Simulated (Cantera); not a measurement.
Input (Python, Cantera) and output of one run.

```python
import numpy as np
import cantera as ct

gas_names = """
    H HO2 H2 H2O H2O2 O OH O2 O3 Si SiH SiH2 SiH3 SiH4 SiO SiO2 Si2 Si3
""".split()
cond_names = """
    H2O(s) H2O(L) Si(cr) Si(L) SiO2(Lqz) SiO2(hqz) SiO2(L)
""".split()


# ... load() reads the species with a 1 bar reference pressure and builds the phases ...
atoms = {
    'Si': {'Si': 1},
    'O2': {'O': 2},
    'H2': {'H': 2},
}
top_T = {}  # K; cautious upper limits of use, not melting points


# ... equilibrate(T, P, feed) seeds the gas with the atoms and calls Mixture.equilibrate('TP', solver="vcs", rtol=1e-11, max_steps=5000) ...
results = []
feed = {'Si': 1, 'O2': 0.44, 'H2': 6.6}  # mol
P = 0.98  # Pa
for T in [1450, 1500, 1550, 1600, 1650, 1700, 1750, 1800, 1850, 1900, 1950, 2000, 2050, 2100]:
    mix = equilibrate(T, P, feed)
    results.append((T, P, feed, dict(zip(mix.species_names, mix.species_moles))))
    x = sorted(zip(gas.X, gas.species_names), reverse=True)
    print(f"T = {T:g} K  P = {P:g} Pa  gas = {mix.phase_moles(0):.4g} mol")
    print("   x: " + "  ".join(f"{s} {v:.3e}" for v, s in x if v > 0.0001))
    print("   condensed (mol): " + ("  ".join(f"{mix.phase(i).name} {mix.phase_moles(i):.4g}"
          for i in range(1, mix.n_phases) if mix.phase_moles(i) > 1e-12) or "none"))
```

Result:

```
T = 1450 K  P = 0.98 Pa  gas = 7.493 mol
   x: H2 8.794e-01  SiO 1.174e-01  H 2.833e-03  Si 3.140e-04
   condensed (mol): Si(cr) 0.1176
T = 1500 K  P = 0.98 Pa  gas = 7.508 mol
   x: H2 8.764e-01  SiO 1.172e-01  H 5.264e-03  Si 1.074e-03
   condensed (mol): Si(cr) 0.1118
T = 1550 K  P = 0.98 Pa  gas = 7.541 mol
   x: H2 8.705e-01  SiO 1.167e-01  H 9.387e-03  Si 3.390e-03
   condensed (mol): Si(cr) 0.0941
T = 1600 K  P = 0.98 Pa  gas = 7.618 mol
   x: H2 8.583e-01  SiO 1.155e-01  H 1.609e-02  Si 9.950e-03
   condensed (mol): Si(cr) 0.04319
T = 1650 K  P = 0.98 Pa  gas = 7.702 mol
   x: H2 8.435e-01  SiO 1.143e-01  H 2.665e-02  Si 1.542e-02
   condensed (mol): none
T = 1700 K  P = 0.98 Pa  gas = 7.766 mol
   x: H2 8.284e-01  SiO 1.133e-01  H 4.284e-02  Si 1.535e-02
   condensed (mol): none
T = 1750 K  P = 0.98 Pa  gas = 7.862 mol
   x: H2 8.061e-01  SiO 1.119e-01  H 6.670e-02  Si 1.519e-02
   condensed (mol): none
T = 1800 K  P = 0.98 Pa  gas = 8.002 mol
   x: H2 7.744e-01  SiO 1.100e-01  H 1.006e-01  Si 1.494e-02
   condensed (mol): none
T = 1850 K  P = 0.98 Pa  gas = 8.203 mol
   x: H2 7.310e-01  H 1.471e-01  SiO 1.073e-01  Si 1.458e-02
   condensed (mol): none
T = 1900 K  P = 0.98 Pa  gas = 8.483 mol
   x: H2 6.740e-01  H 2.081e-01  SiO 1.037e-01  Si 1.411e-02
   condensed (mol): none
T = 1950 K  P = 0.98 Pa  gas = 8.859 mol
   x: H2 6.028e-01  H 2.843e-01  SiO 9.933e-02  Si 1.352e-02
   condensed (mol): none
T = 2000 K  P = 0.98 Pa  gas = 9.349 mol
   x: H2 5.189e-01  H 3.742e-01  SiO 9.413e-02  Si 1.282e-02
   condensed (mol): none
T = 2050 K  P = 0.98 Pa  gas = 9.955 mol
   x: H 4.732e-01  H2 4.264e-01  SiO 8.840e-02  Si 1.204e-02
   condensed (mol): none
T = 2100 K  P = 0.98 Pa  gas = 10.66 mol
   x: H 5.738e-01  H2 3.324e-01  SiO 8.257e-02  Si 1.125e-02
   condensed (mol): none
```

Cantera equilibrium calculation (NASA polynomials, part measured and part estimated; ideal gas, pure solids and liquids).
